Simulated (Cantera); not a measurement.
Charge: 1 mol FeCl₃, 0.25 mol H₂O, 4.7 mol N₂, equilibrated at 1925 K and 0.133 bar.

These are equilibrium values from Cantera (NASA tables, ideal gas, pure condensed phases), not measurements of a reactor. The numbers say what is thermodynamically allowed, not how fast it happens.

```tsv
species	before	after
N₂	0.690	0.698
FeCl₂	0.146	0.142
HCl	0.0710	0.0726
Cl	0.0703	0.0517
Cl₂	0.00220	0.00892
O₂	0.0168	0.0172
Fe₂Cl₄	9.65e-6	6.89e-5
FeCl₃	0.00120	0.00643
O	0.000131	4.83e-5
ClO	5.32e-5	0.000109
OH	0.000133	6.84e-5
H₂O	0.00117	0.000835
```
Gas species are given as mole fractions.

Question: What was changed between the two runs?
A. pressure from 0.133 bar to 1.00 bar
B. temperature from 1925 K to 1250 K
C. N₂ from 4.7 to 400 mol
D. N₂ from 4.7 to 360 mol

Answer: A, pressure from 0.133 bar to 1.00 bar
